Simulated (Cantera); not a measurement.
Feed: 1 mol Ti, 6.8 mol CH4, equilibrated at 18000 Pa.

Method: chemical equilibrium by Gibbs-energy minimisation in Cantera with the NASA 1993 tables (ideal gas, pure condensed phases). Candidate condensed phases: C, C6H6, C7H8, C8H18, Ti, TiC; 77 gas species. TiC: taken at fixed stoichiometry. Kinetics and transport are ignored.

Q: At 1500 °C, list the 4 most abundant gas species with their mole fractions, and the condensed phases.

A: H2 0.999, H 0.000670, CH4 0.000151, C2H2 (acetylene) 0.000140. Condensed: C(graphite) + TiC(s).
